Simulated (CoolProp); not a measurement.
Saturation properties of cyclohexane (Tc = 280.5 °C, pc = 4.081 MPa, ω = 0.209).

Values from CoolProp's reference Helmholtz-energy equation of state, Zhou 2014.

```json
[
 {"T (°C)": "127.75", "p (MPa)": "0.3447", "vapour density (kg/m³)": "9.552", "liquid cp (kJ/(kg K))": "2.375", "liquid viscosity (µPa s)": "251", "vapour viscosity (µPa s)": "9.11"},
 {"T (°C)": "137.35", "p (MPa)": "0.4256", "vapour density (kg/m³)": "11.70", "liquid cp (kJ/(kg K))": "2.431", "liquid viscosity (µPa s)": "229", "vapour viscosity (µPa s)": "9.34"},
 {"T (°C)": "146.95", "p (MPa)": "0.5200", "vapour density (kg/m³)": "14.22", "liquid cp (kJ/(kg K))": "2.488", "liquid viscosity (µPa s)": "210", "vapour viscosity (µPa s)": "9.59"},
 {"T (°C)": "156.65", "p (MPa)": "0.6304", "vapour density (kg/m³)": "17.18", "liquid cp (kJ/(kg K))": "2.549", "liquid viscosity (µPa s)": "193", "vapour viscosity (µPa s)": "9.86"},
 {"T (°C)": "166.25", "p (MPa)": "0.7559", "vapour density (kg/m³)": "20.59", "liquid cp (kJ/(kg K))": "2.612", "liquid viscosity (µPa s)": "178", "vapour viscosity (µPa s)": "10.2"},
 {"T (°C)": "175.95", "p (MPa)": "0.9004", "vapour density (kg/m³)": "24.60", "liquid cp (kJ/(kg K))": "2.680", "liquid viscosity (µPa s)": "164", "vapour viscosity (µPa s)": "10.5"},
 {"T (°C)": "185.55", "p (MPa)": "1.063", "vapour density (kg/m³)": "29.20", "liquid cp (kJ/(kg K))": "2.752", "liquid viscosity (µPa s)": "152", "vapour viscosity (µPa s)": "10.8"},
 {"T (°C)": "195.15", "p (MPa)": "1.245", "vapour density (kg/m³)": "34.55", "liquid cp (kJ/(kg K))": "2.831", "liquid viscosity (µPa s)": "140", "vapour viscosity (µPa s)": "11.2"},
 {"T (°C)": "204.85", "p (MPa)": "1.452", "vapour density (kg/m³)": "40.86", "liquid cp (kJ/(kg K))": "2.919", "liquid viscosity (µPa s)": "129", "vapour viscosity (µPa s)": "11.7"},
 {"T (°C)": "214.45", "p (MPa)": "1.681", "vapour density (kg/m³)": "48.19", "liquid cp (kJ/(kg K))": "3.018", "liquid viscosity (µPa s)": "119", "vapour viscosity (µPa s)": "12.2"},
 {"T (°C)": "224.15", "p (MPa)": "1.938", "vapour density (kg/m³)": "56.99", "liquid cp (kJ/(kg K))": "3.137", "liquid viscosity (µPa s)": "109", "vapour viscosity (µPa s)": "12.7"},
 {"T (°C)": "233.75", "p (MPa)": "2.220", "vapour density (kg/m³)": "67.45", "liquid cp (kJ/(kg K))": "3.284", "liquid viscosity (µPa s)": "99.5", "vapour viscosity (µPa s)": "13.4"},
 {"T (°C)": "243.35", "p (MPa)": "2.531", "vapour density (kg/m³)": "80.31", "liquid cp (kJ/(kg K))": "3.483", "liquid viscosity (µPa s)": "89.9", "vapour viscosity (µPa s)": "14.1"}
]
```

It boils at 80.7 °C under 1 atm.

Viscosity comes from a separate model (Tariq 2014).
